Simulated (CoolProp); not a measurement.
The fluid at 298.15 K and 0.446 MPa flows at 1.2 m/s in a round tube of 4.6 mm bore and 1.5 µm roughness, fully developed (64/Re and Nu = 3.66 if laminar; Colebrook and Gnielinski if turbulent). The same conditions are run with several fluids, on thermodynamics alone (safety and materials aside).

Values from CoolProp's reference Helmholtz-energy equation of state of each fluid (C3F8 (R218): Lemmon 2006; R507A: Lemmon 2003; R22: Kamei 1995; methane: Setzmann 1991; dry air: Lemmon 2000). Blends and air are pseudo-pure fits.

### Question
Rank C3F8 (R218), R507A, R22, methane, dry air by Reynolds number, highest first.

### Answer
C3F8 (R218) (17100), R507A (8660), R22 (6670), dry air (1560), methane (1430)

```tsv
fluid	Darcy friction factor	pressure drop (Pa/m)	heat-transfer coefficient (W/(m² K))	mass flow (kg/h)
C3F8 (R218)	0.0276	163	136	2.71
R507A	0.0326	98.1	85.9	1.38
R22	0.0349	91.1	58.1	1.20
methane	0.0448	20.4	27.3	0.209
dry air	0.0411	33.6	21.0	0.375
```

Transport values come from each fluid's own correlations; those of C3F8 (R218), R22 are estimates that may be off by 10 % or more.
